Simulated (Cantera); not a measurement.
A diamond (100) surface in a fixed gas of H2 with x(CH4) = 0.0031, x(H) = 0.00043, x(CH3) = 0.00032, 0.178 atm; coverages are run to steady state.

Cantera simulation using the Harris–Goodwin 1993 mechanism for the reconstructed diamond (100) surface; the numbers are that mechanism's predictions, not measurements.

One state of this run: growth (µm/h) = 17.8; θ c6HH = 0.432; θ c6H* = 0.0146; θ c6*H = 0.278; θ c6** = 0.00587; θ c6HM = 0.191. θ: site fractions in the mechanism's names (c6HH fully hydrogenated, c6H* and c6*H radical sites, c6** diradical, c6HM methylated).

Task: Which value of T (K) does it belong to?
A. 1250
B. 1400
C. 1025
D. 1100

Result: C, 1025
